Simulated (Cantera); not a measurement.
Charge: 1 mol SiC, 0.0093 mol H2O, 250 mol N2, 4.1 mol CO2, equilibrated at 18.0 Pa.

Equilibrium computed with Cantera from the NASA thermochemical tables; the gas is ideal and each condensed phase is pure. Candidate condensed phases: C, C6H6, C7H8, C8H18, H2O, Si, SiC, SiO2, Si2N2O, Si3N4; 151 gas species. The tables hold silica as quartz up to 1696 K and as liquid above; real silica turns to tridymite and cristobalite and melts near 1996 K. Rates play no part. All values below are at 1498 K.

Base state: N2 0.980, CO 0.0156, CO2 0.00435, H2 1.96e-5, H2O 1.40e-5, SiO 1.25e-5 (mole fractions); condensed: SiO2(β-quartz).

### Question
What changes in the equilibrium state with this change: CO2 from 4.1 to 0.052 mol?

### Answer
```tsv
species	before	after
N2	0.980	1.000
CO	0.0156	0.000333
SiO	1.25e-5	0.000120
CO2	0.00435	<1e-9
H2O	1.40e-5	<1e-9
H2	1.96e-5	3.33e-5
SiO2(β-quartz), mol	0.997	0
SiC(s), mol	0	0.969
```
